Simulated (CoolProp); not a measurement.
Computed with CoolProp (reference Helmholtz-energy equation of state, McLinden 2020).

Task: Give the vapour pressure (kPa), vapour density (kg/m³), enthalpy of vaporisation (kJ/kg) of saturated R1336mzz(Z) at 379 K.

Result: 
```tsv
T (K)	p (kPa)	vapour density (kg/m³)	enthalpy of vaporisation (kJ/kg)
379	808	53.7	123
```
